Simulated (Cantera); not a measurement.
**Ignition delay**

Mixture: CH4 : CO : O2 : N2 = 1 : 0.059 : 4.51 : 17 (molar parts), at 4.93 atm, adiabatic and at constant volume. Ignition delay is the time to a rise of 400 K.

Computed with Cantera and GRI-Mech 3.0 (53 species, 325 reactions).

```csv
T0 (K),delay (ms)
1023,97.7
1098,28.8
1173,9.79
1248,3.68
1323,1.50
1398,0.656
1473,0.309
```

```yaml
apparent activation energy between 1323 and 1473 K: 170 kJ/mol
```
